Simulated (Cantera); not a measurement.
trisilylamine + NH3 + N2 (silicon nitride deposition)

A closed system holds: 1 mol trisilylamine, 2.8 mol NH3, 19 mol N2, held at 1.33 mbar.

These are equilibrium values from Cantera (NASA tables, ideal gas, pure condensed phases), not measurements of a reactor. Candidate condensed phases: Si, Si3N4; 18 gas species. The feed counts by its element totals alone. The tables' values for SiN are old estimates; treat these amounts as uncertain. Gases not in the tables: Si2H6 and higher silanes. Kinetics and transport are ignored.

From 823 K to 1623 K the condensed part is Si3N4(s). From 1723 K to 2023 K the condensed part is Si(l). At 2123 K nothing is condensed.

```tsv
T (K)	x N2	x H2	x Si	x H	x Si2	x SiH	x SiN	x Si2N	n Si3N4(s)	n Si(l)
823	0.685	0.315	<1e-12	1.13e-10	<1e-12	<1e-12	<1e-12	<1e-12	1.00	0
923	0.685	0.315	<1e-12	3.76e-9	<1e-12	<1e-12	<1e-12	<1e-12	1.00	0
1023	0.685	0.315	<1e-12	6.37e-8	<1e-12	<1e-12	<1e-12	<1e-12	1.00	0
1123	0.685	0.315	<1e-12	6.55e-7	<1e-12	<1e-12	<1e-12	<1e-12	1.00	0
1223	0.685	0.315	3.82e-12	4.62e-6	<1e-12	1.02e-12	<1e-12	<1e-12	1.00	0
1323	0.685	0.315	6.60e-10	2.44e-5	<1e-12	9.93e-11	6.03e-11	<1e-12	1.00	0
1423	0.685	0.315	5.49e-8	0.000102	1.88e-12	5.05e-9	3.01e-9	1.97e-10	1.000	0
1523	0.685	0.315	2.53e-6	0.000355	7.13e-10	1.52e-7	8.93e-8	2.58e-8	1.000	0
1623	0.684	0.314	7.24e-5	0.00106	1.28e-7	2.97e-6	1.73e-6	1.83e-6	0.999	0
1723	0.705	0.292	0.000738	0.00270	3.49e-6	2.09e-5	1.27e-5	2.23e-5	0	2.98
1823	0.701	0.289	0.00332	0.00638	2.15e-5	6.95e-5	4.20e-5	6.58e-5	0	2.89
1923	0.692	0.281	0.0127	0.0137	0.000109	0.000202	0.000122	0.000172	0	2.59
2023	0.665	0.263	0.0427	0.0267	0.000467	0.000514	0.000313	0.000403	0	1.57
2123	0.627	0.237	0.0860	0.0478	0.000794	0.000790	0.000491	0.000390	0	0
```
x: gas mole fraction; n: condensed amount in mol.
